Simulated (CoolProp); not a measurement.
Cyclopentane along the isotherm 550 K: density (kg/m³) from the reference equation and from simpler models built on Tc = 511.7 K, pc = 4.583 MPa, ω = 0.202; each cubic takes its own stable root.

The numbers come from the reference Helmholtz-energy equation of state, Gedanitz 2015 in CoolProp.

```tsv
p (MPa)	phase	reference	ideal gas	van der Waals	Redlich-Kwong	Peng-Robinson
1.76	gas	30.45	26.99	30.13	30.44	30.75
3.53	gas	71.88	54.14	70.78	71.95	73.26
5.29	supercritical	138.7	81.13	143.2	140.4	141.2
7.05	supercritical	271.7	108.1	267.5	268.8	261.7
8.81	supercritical	376.2	135.1	307.9	340.3	350.5
10.6	supercritical	420.3	162.6	331.0	379.7	400.5
12.3	supercritical	445.2	188.6	346.7	406.0	433.3
14.1	supercritical	464.0	216.2	359.7	427.7	459.9
15.9	supercritical	478.6	243.8	370.3	445.5	481.4
17.6	supercritical	490.0	269.9	378.9	459.8	498.7
19.4	supercritical	500.4	297.5	386.9	473.1	514.5
21.2	supercritical	509.5	325.1	393.9	484.9	528.5
22.9	supercritical	517.2	351.2	399.9	494.9	540.3
```
